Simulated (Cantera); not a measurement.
Feed: 1 mol Si, 4.5 mol HCl, 1.3 mol H2, at 648.15 K and 1.00 bar.

Cantera equilibrium calculation (NASA polynomials, part measured and part estimated; ideal gas, pure solids and liquids). Candidate condensed phases: Si; 19 gas species. Equilibrium is a limit: real reactors are often held back by kinetics, nucleation or transport.

Base state: H2 0.687, SiCl4 0.208, HCl 0.104, SiHCl3 0.000107 (mole fractions); condensed: gas only.

What changes in the equilibrium state with this change: HCl from 4.5 to 1.9 mol?


| species | before | after |
|---|---|---|
| H2 | 0.687 | 0.803 |
| SiCl4 | 0.208 | 0.123 |
| SiHCl3 | 0.000107 | 0.0711 |
| HCl | 0.104 | 0.000109 |
| SiH2Cl2 | 3.20e-9 | 0.00237 |
| SiH3Cl | <1e-9 | 1.62e-5 |
| Si(s), mol | 0 | 0.474 |
